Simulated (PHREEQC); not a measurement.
**Nickel, zinc or cadmium bath (model solution)**

Dissolve 0.36 mol CdSO4, 0.0035 mol KCl and 0.00066 mol H2SO4 per kg of water at 25 °C. Closed to the air; pH follows from the charge balance.

Equilibrium calculation in PHREEQC: ion-association model, phreeqc.dat.

This is a speciation only: nothing precipitates in the calculation.

Problem. Estimate the pH, activity of water.

Solution. pH 3.36; activity of water 0.993.

Problem. In which forms is Cl present?

Solution. CdCl+ 78 %, Cl- 22 % of the Cl.

Species that the database lacks are ignored.
